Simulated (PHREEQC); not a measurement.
A made-up water analysis in mmol/kgw, 70 °C, pH 6.27:

```
constituent           mmol/kgw
--------------------  --------
Na                        80.2
K                        0.777
Ca                        1.61
Mg                        9.22
Cl                        88.2
S(6)                      7.57
Alkalinity (meq/kgw)    0.0309
Br                       0.042
Li                       0.392
```

Valence states are taken as typed.

Model: Pitzer model, pitzer.dat, run in PHREEQC.

Each row changes one thing in this solution. This is a speciation only: nothing precipitates in the calculation.

| case | ionic strength (mol/kgw) | HCO3- (mol/kgw) | CO2 (mol/kgw) | HSO4- (mol/kgw) | MgOH+ (mol/kgw) | MgCO3 (mol/kgw) |
|---|---|---|---|---|---|---|
| as made | 0.122 | 3.13e-5 | 2.54e-5 | 4.65e-7 | 2.90e-7 | 1.53e-8 |
| pH from 6.27 to 5.77 at the same alkalinity | 0.122 | 3.44e-5 | 8.83e-5 | 1.47e-6 | 9.18e-8 | 5.31e-9 |
| pH from 6.27 to 7.27 at the same alkalinity | 0.122 | 2.35e-5 | 1.91e-6 | 4.66e-8 | 2.90e-6 | 1.15e-7 |
| K from 0.777 to 2.33 mmol/kgw | 0.122 | 3.13e-5 | 2.54e-5 | 4.65e-7 | 2.89e-7 | 1.52e-8 |
| all concentrations times 3 at the same typed pH | 0.365 | 9.29e-5 | 6.07e-5 | 8.33e-7 | 6.14e-7 | 8.12e-8 |

Away from 25 °C the constants follow the database's enthalpies or fits; those with neither stay at their 25 °C values.
